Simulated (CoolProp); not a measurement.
C3F8 (R218) at several states: density (kg/m³) from the reference equation and from simpler models built on Tc = 345.0 K, pc = 2.640 MPa, ω = 0.317; each cubic takes its own stable root.

Model: reference Helmholtz-energy equation of state, Lemmon 2006, in CoolProp. It is a short technical equation, of lower accuracy than the large ones.

| T (K) | p (MPa) | phase | reference |
|---|---|---|---|
| 317.5 | 0.585 | gas | 46.70 |
| 370.6 | 0.101 | gas | 6.224 |
| 355.2 | 1.06 | gas | 77.81 |
| 270.9 | 0.0112 | gas | 0.9380 |
| 336.3 | 3.21 | liquid | 1089 |
| 137.9 | 2.72 | liquid | 1968 |

Problem. How far does each simpler model (Redlich-Kwong, Soave-Redlich-Kwong, Peng-Robinson) lie from the reference over these 6 states: mean and median of the absolute difference, and the worst?

Solution. 
- Redlich-Kwong: mean 4.4 %, median 0.5 %, worst -15.8 % at 336.3 K and 3.21 MPa
- Soave-Redlich-Kwong: mean 3.6 %, median 0.1 %, worst -13.6 % at 336.3 K and 3.21 MPa
- Peng-Robinson: mean 1.7 %, median 1.5 %, worst -3.5 % at 336.3 K and 3.21 MPa
